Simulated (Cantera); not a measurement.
Cantera run:

```python
import numpy as np
import cantera as ct

gas_names = [...]  # 114 gases of nasa_gas.yaml made of C, Fe, H, O
cond_names = """
    C(gr) C6H6(L) C7H8(L) C8H18(L),n-octa Fe(a) Fe(c) Fe(d) Fe(L) FeC5O5(L) FeO(s) FeO(L) Fe(OH)2(s)
    Fe(OH)3(s) Fe2O3(s) Fe3O4(s) H2O(s) H2O(L)
""".split()


# ... load() reads the species with a 1 bar reference pressure and builds the phases ...
atoms = {
    'Fe2O3': {'Fe': 2, 'O': 3},
    'C': {'C': 1},
    'H2': {'H': 2},
}
top_T = {'C(gr)': 4500, 'Fe2O3(s)': 1830, 'Fe3O4(s)': 1870}  # K; cautious upper limits of use, not melting points


# ... equilibrate(T, P, feed) seeds the gas with the atoms and calls Mixture.equilibrate('TP', solver="vcs", rtol=1e-11, max_steps=5000) ...
results = []
P = 1000  # Pa
for T in [1623, 1698, 1773, 1848, 1923, 1998, 2073, 2148, 2223, 2298, 2373, 2448, 2523, 2598]:
    for m in [0.5, 1.1, 1.8, 2.4, 3.1, 3.7, 4.4, 5]:
        feed = {'Fe2O3': 1, 'C': m, 'H2': 13}  # mol
        mix = equilibrate(T, P, feed)
        results.append((T, P, feed, dict(zip(mix.species_names, mix.species_moles))))

for T, P, feed, n in results:
    print(f"{T:7g} {feed['C']:10.4g}  " + (" + ".join(c for c in cond_names if n.get(c, 0) > 1e-12) or "gas only"))
```

It prints:

```
   1623        0.5  Fe(c)
   1623        1.1  Fe(c)
   1623        1.8  Fe(c)
   1623        2.4  Fe(c)
   1623        3.1  C(gr) + Fe(c)
   1623        3.7  C(gr) + Fe(c)
   1623        4.4  C(gr) + Fe(c)
   1623          5  C(gr) + Fe(c)
   1698        0.5  Fe(d)
   1698        1.1  Fe(d)
   1698        1.8  Fe(d)
   1698        2.4  Fe(d)
   1698        3.1  C(gr) + Fe(d)
   1698        3.7  C(gr) + Fe(d)
   1698        4.4  C(gr) + Fe(d)
   1698          5  C(gr) + Fe(d)
   1773        0.5  Fe(d)
   1773        1.1  Fe(d)
   1773        1.8  Fe(d)
   1773        2.4  Fe(d)
   1773        3.1  C(gr) + Fe(d)
   1773        3.7  C(gr) + Fe(d)
   1773        4.4  C(gr) + Fe(d)
   1773          5  C(gr) + Fe(d)
   1848        0.5  Fe(L)
   1848        1.1  Fe(L)
   1848        1.8  Fe(L)
   1848        2.4  Fe(L)
   1848        3.1  C(gr) + Fe(L)
   1848        3.7  C(gr) + Fe(L)
   1848        4.4  C(gr) + Fe(L)
   1848          5  C(gr) + Fe(L)
   1923        0.5  Fe(L)
   1923        1.1  Fe(L)
   1923        1.8  Fe(L)
   1923        2.4  Fe(L)
   1923        3.1  C(gr) + Fe(L)
   1923        3.7  C(gr) + Fe(L)
   1923        4.4  C(gr) + Fe(L)
   1923          5  C(gr) + Fe(L)
   1998        0.5  Fe(L)
   1998        1.1  Fe(L)
   1998        1.8  Fe(L)
   1998        2.4  Fe(L)
   1998        3.1  C(gr) + Fe(L)
   1998        3.7  C(gr) + Fe(L)
   1998        4.4  C(gr) + Fe(L)
   1998          5  C(gr) + Fe(L)
   2073        0.5  Fe(L)
   2073        1.1  Fe(L)
   2073        1.8  Fe(L)
   2073        2.4  Fe(L)
   2073        3.1  C(gr) + Fe(L)
   2073        3.7  C(gr) + Fe(L)
   2073        4.4  C(gr) + Fe(L)
   2073          5  C(gr) + Fe(L)
   2148        0.5  gas only
   2148        1.1  gas only
   2148        1.8  gas only
   2148        2.4  gas only
   2148        3.1  C(gr)
   2148        3.7  C(gr)
   2148        4.4  C(gr)
   2148          5  C(gr)
   2223        0.5  gas only
   2223        1.1  gas only
   2223        1.8  gas only
   2223        2.4  gas only
   2223        3.1  C(gr)
   2223        3.7  C(gr)
   2223        4.4  C(gr)
   2223          5  C(gr)
   2298        0.5  gas only
   2298        1.1  gas only
   2298        1.8  gas only
   2298        2.4  gas only
   2298        3.1  gas only
   2298        3.7  C(gr)
   2298        4.4  C(gr)
   2298          5  C(gr)
   2373        0.5  gas only
   2373        1.1  gas only
   2373        1.8  gas only
   2373        2.4  gas only
   2373        3.1  gas only
   2373        3.7  C(gr)
   2373        4.4  C(gr)
   2373          5  C(gr)
   2448        0.5  gas only
   2448        1.1  gas only
   2448        1.8  gas only
   2448        2.4  gas only
   2448        3.1  gas only
   2448        3.7  C(gr)
   2448        4.4  C(gr)
   2448          5  C(gr)
   2523        0.5  gas only
   2523        1.1  gas only
   2523        1.8  gas only
   2523        2.4  gas only
   2523        3.1  gas only
   2523        3.7  C(gr)
   2523        4.4  C(gr)
   2523          5  C(gr)
   2598        0.5  gas only
   2598        1.1  gas only
   2598        1.8  gas only
   2598        2.4  gas only
   2598        3.1  gas only
   2598        3.7  C(gr)
   2598        4.4  C(gr)
   2598          5  C(gr)
```

These are equilibrium values from Cantera (NASA tables, ideal gas, pure condensed phases), not measurements of a reactor. Iron dissolves carbon and melts from about 1420 K in contact with it, which pure phases cannot show. Condensed phases not in the tables: cementite and carbon dissolved in iron.
